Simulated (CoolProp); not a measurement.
Saturated liquid density (kg/m³) of nitrogen: the reference equation beside estimates from Tc = -147.0 °C, pc = 3.396 MPa, ω = 0.037. Rackett uses Z = 0.29056 − 0.08775 ω.

The numbers come from the reference Helmholtz-energy equation of state, Span 2000 in CoolProp.

```
T (°C)   reference  Rackett  Soave-Redlich-Kwong
-------  ---------  -------  -------------------
-195.65      805.4    816.1                806.7
-191.75      787.4    798.0                786.3
-187.75      768.2    778.8                764.0
-183.75      748.1    758.6                740.0
-179.85      727.6    737.9                715.0
-175.85      705.3    715.5                687.2
-171.85      681.4    691.5                657.0
-167.85      655.5    665.5                623.9
```

Absolute difference from the reference over all 8 rows, mean and median: Rackett 1.4 and 1.4 %, Soave-Redlich-Kwong 1.8 and 1.4 %.
